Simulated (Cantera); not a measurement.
A perfectly stirred reactor is fed with CH2O : O2 : N2 = 0.0031 : 0.018 : 1 (molar parts), equivalence ratio 0.17, at 1880 Torr; it is held at 1000 K, and followed from long to short residence time.

Cantera simulation using GRI-Mech 3.0 (53 species, 325 reactions); the numbers are that mechanism's predictions, not measurements.

**Question.** Predict: x(CH2O) at τ = 28.0 s; x(O2) at τ = 28.0 s; x(CH2O) at τ = 0.130 s; x(O2) at τ = 0.130 s.

**Answer.** x(CH2O) at τ = 28.0 s: 7.25e-6
x(O2) at τ = 28.0 s: 0.0148
x(CH2O) at τ = 0.130 s: 0.000273
x(O2) at τ = 0.130 s: 0.0161
